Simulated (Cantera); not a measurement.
Input: 1 mol Ca(OH)2, 0.057 mol H2, 0.031 mol CO2, at 69.0 mbar.

Cantera equilibrium calculation (NASA polynomials, part measured and part estimated; ideal gas, pure solids and liquids). Candidate condensed phases: C, C6H6, C7H8, C8H18, Ca, CaCO3, CaO, Ca(OH)2, H2O; 115 gas species. Kinetics and transport are ignored.

Task: Which condensed phases are stable at each of these points (T (°C)): 350, 550, 750, 950, 1150, 1350, 1550, 1750?

Result: 
```
T (°C)             condensed phases  Ca condensed (%)
------  ---------------------------  ----------------
350     CaCO3(calcite) + Ca(OH)2(s)             100.0
550         CaCO3(calcite) + CaO(s)             100.0
750                          CaO(s)             100.0
950                          CaO(s)             100.0
1150                         CaO(s)             100.0
1350                         CaO(s)             100.0
1550                         CaO(s)             100.0
1750                         CaO(s)             100.0
```

At 350 °C the condensed part is CaCO3(calcite) + Ca(OH)2(s). At 550 °C the condensed part is CaCO3(calcite) + CaO(s). From 750 °C to 1750 °C the condensed part is CaO(s).
